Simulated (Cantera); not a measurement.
Input (Python, Cantera) and output of one run.

```python
import numpy as np
import cantera as ct

gas_names = [...]  # 76 gases of nasa_gas.yaml made of C, H
cond_names = """
    C(gr) C6H6(L) C7H8(L) C8H18(L),n-octa
""".split()


# ... load() reads the species with a 1 bar reference pressure and builds the phases ...
atoms = {
    'C2H2': {'C': 2, 'H': 2},
    'H2': {'H': 2},
}
top_T = {'C(gr)': 4500}  # K; cautious upper limits of use, not melting points


# ... equilibrate(T, P, feed) seeds the gas with the atoms and calls Mixture.equilibrate('TP', solver="vcs", rtol=1e-11, max_steps=5000) ...
results = []
T = 1073  # K
P = 101325  # Pa
for m in [8.8, 12, 16, 21, 29, 38, 51, 69, 93]:
    feed = {'C2H2': 1, 'H2': m}  # mol
    mix = equilibrate(T, P, feed)
    results.append((T, P, feed, dict(zip(mix.species_names, mix.species_moles))))
    x = sorted(zip(gas.X, gas.species_names), reverse=True)
    print(f"T = {T:g} K  P = {P:g} Pa  n(H2) = {m:g} mol  gas = {mix.phase_moles(0):.4g} mol")
    print("   x: " + "  ".join(f"{s} {v:.3e}" for v, s in x if v > 0.0001))
    print("   condensed (mol): " + ("  ".join(f"{mix.phase(i).name} {mix.phase_moles(i):.4g}"
          for i in range(1, mix.n_phases) if mix.phase_moles(i) > 1e-12) or "none"))
```

It prints:

```
T = 1073 K  P = 101325 Pa  n(H2) = 8.8 mol  gas = 9.399 mol
   x: H2 9.573e-01  CH4 4.267e-02
   condensed (mol): C(gr) 1.599
T = 1073 K  P = 101325 Pa  n(H2) = 12 mol  gas = 12.47 mol
   x: H2 9.573e-01  CH4 4.267e-02
   condensed (mol): C(gr) 1.468
T = 1073 K  P = 101325 Pa  n(H2) = 16 mol  gas = 16.3 mol
   x: H2 9.573e-01  CH4 4.267e-02
   condensed (mol): C(gr) 1.304
T = 1073 K  P = 101325 Pa  n(H2) = 21 mol  gas = 21.1 mol
   x: H2 9.573e-01  CH4 4.267e-02
   condensed (mol): C(gr) 1.1
T = 1073 K  P = 101325 Pa  n(H2) = 29 mol  gas = 28.77 mol
   x: H2 9.573e-01  CH4 4.267e-02
   condensed (mol): C(gr) 0.7722
T = 1073 K  P = 101325 Pa  n(H2) = 38 mol  gas = 37.4 mol
   x: H2 9.573e-01  CH4 4.267e-02
   condensed (mol): C(gr) 0.4039
T = 1073 K  P = 101325 Pa  n(H2) = 51 mol  gas = 50 mol
   x: H2 9.600e-01  CH4 4.000e-02
   condensed (mol): none
T = 1073 K  P = 101325 Pa  n(H2) = 69 mol  gas = 68 mol
   x: H2 9.706e-01  CH4 2.941e-02
   condensed (mol): none
T = 1073 K  P = 101325 Pa  n(H2) = 93 mol  gas = 92 mol
   x: H2 9.783e-01  CH4 2.174e-02
   condensed (mol): none
```

Equilibrium computed with Cantera from the NASA thermochemical tables; the gas is ideal and each condensed phase is pure.
